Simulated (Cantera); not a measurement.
A freely propagating, adiabatic, planar premixed flame of CO : H2 : O2 : N2 = 1 : 0.23 : 0.473 : 1.78 (molar parts), equivalence ratio 1.3, unburnt at 400 K and 0.450 bar; mixture-averaged transport, grid criteria slope 0.08 and curve 0.16, no radiation.

Computed with Cantera and GRI-Mech 3.0 (53 species, 325 reactions). Burning velocities carry a grid error of a few per cent, more on coarse grids.

x: mole fraction of selected species; z is measured from the peak of heat release.

```json
[
 {"z (mm)": "-4.80", "T (K)": "400", "u (m/s)": "1.51", "x CO": "0.287", "x H2": "0.0660", "x O2": "0.136", "x H": "<1e-8", "x O": "<1e-8", "x HO2": "<1e-8"},
 {"z (mm)": "-3.20", "T (K)": "400", "u (m/s)": "1.51", "x CO": "0.287", "x H2": "0.0660", "x O2": "0.136", "x H": "<1e-8", "x O": "<1e-8", "x HO2": "<1e-8"},
 {"z (mm)": "-2.40", "T (K)": "400", "u (m/s)": "1.51", "x CO": "0.287", "x H2": "0.0660", "x O2": "0.136", "x H": "<1e-8", "x O": "<1e-8", "x HO2": "<1e-8"},
 {"z (mm)": "-1.60", "T (K)": "400", "u (m/s)": "1.51", "x CO": "0.287", "x H2": "0.0659", "x O2": "0.136", "x H": "<1e-8", "x O": "<1e-8", "x HO2": "1.49e-8"},
 {"z (mm)": "-0.800", "T (K)": "402", "u (m/s)": "1.51", "x CO": "0.288", "x H2": "0.0641", "x O2": "0.136", "x H": "8.36e-8", "x O": "1.33e-7", "x HO2": "1.44e-5"},
 {"z (mm)": "-0.400", "T (K)": "548", "u (m/s)": "2.04", "x CO": "0.284", "x H2": "0.0552", "x O2": "0.132", "x H": "0.000582", "x O": "4.40e-5", "x HO2": "0.000182"},
 {"z (mm)": "0", "T (K)": "1029", "u (m/s)": "3.77", "x CO": "0.255", "x H2": "0.0293", "x O2": "0.106", "x H": "0.0122", "x O": "0.00369", "x HO2": "3.83e-5"},
 {"z (mm)": "0.400", "T (K)": "1376", "u (m/s)": "4.93", "x CO": "0.200", "x H2": "0.00994", "x O2": "0.0604", "x H": "0.0268", "x O": "0.0145", "x HO2": "1.29e-5"},
 {"z (mm)": "0.800", "T (K)": "1555", "u (m/s)": "5.47", "x CO": "0.162", "x H2": "0.00854", "x O2": "0.0398", "x H": "0.0310", "x O": "0.0170", "x HO2": "6.53e-6"},
 {"z (mm)": "1.60", "T (K)": "___", "u (m/s)": "5.96", "x CO": "0.142", "x H2": "0.00958", "x O2": "___", "x H": "___", "x O": "___", "x HO2": "___"},
 {"z (mm)": "3.20", "T (K)": "1874", "u (m/s)": "6.42", "x CO": "0.138", "x H2": "0.00926", "x O2": "0.0267", "x H": "0.0185", "x O": "0.0115", "x HO2": "2.80e-6"},
 {"z (mm)": "6.40", "T (K)": "2021", "u (m/s)": "6.85", "x CO": "0.133", "x H2": "0.00833", "x O2": "0.0227", "x H": "0.0116", "x O": "0.00803", "x HO2": "1.87e-6"},
 {"z (mm)": "12.8", "T (K)": "2154", "u (m/s)": "7.23", "x CO": "0.125", "x H2": "0.00727", "x O2": "0.0179", "x H": "0.00712", "x O": "0.00518", "x HO2": "1.20e-6"}
]
```

Task: Some entries are withheld; supply them.

Result: 
- 1.60, T (K): 1721
- 1.60, x O2: 0.0302
- 1.60, x H: 0.0271
- 1.60, x O: 0.0150
- 1.60, x HO2: 3.92e-6
